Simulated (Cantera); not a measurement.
## Dilute partial oxidation

A perfectly stirred reactor is fed with CH2O : O2 : N2 = 0.015 : 0.0066 : 1 (molar parts), equivalence ratio 2.3, at 8.50 bar; it is held at 948 K, and followed from long to short residence time.

Computed with Cantera and GRI-Mech 3.0 (53 species, 325 reactions).

| τ (s) | x CH2O | x O2 | x H2 | x CH2 | x NO2 |
|---|---|---|---|---|---|
| 0.95 | 0.000233 | 0.000693 | 0.00654 | <1e-12 | 1.27e-12 |
| 0.38 | 0.000401 | 0.00101 | 0.00629 | <1e-12 | 1.13e-12 |
| 0.15 | 0.000705 | 0.00137 | 0.00601 | <1e-12 | <1e-12 |
| 0.061 | 0.00125 | 0.00173 | 0.00563 | <1e-12 | <1e-12 |
| 0.025 | 0.00232 | 0.00210 | 0.00500 | <1e-12 | <1e-12 |
| 0.0099 | 0.00471 | 0.00262 | 0.00375 | <1e-12 | <1e-12 |
| 0.0040 | 0.00931 | 0.00386 | 0.00167 | <1e-12 | <1e-12 |
| 0.0016 | 0.0135 | 0.00573 | 0.000283 | <1e-12 | <1e-12 |
| 0.00064 | 0.0146 | 0.00639 | 2.18e-5 | <1e-12 | <1e-12 |
| 0.00026 | 0.0147 | 0.00646 | 5.68e-7 | <1e-12 | <1e-12 |
| 0.00010 | 0.0147 | 0.00646 | 7.27e-8 | <1e-12 | <1e-12 |
x: mole fraction; the columns are a selection and need not sum to one.
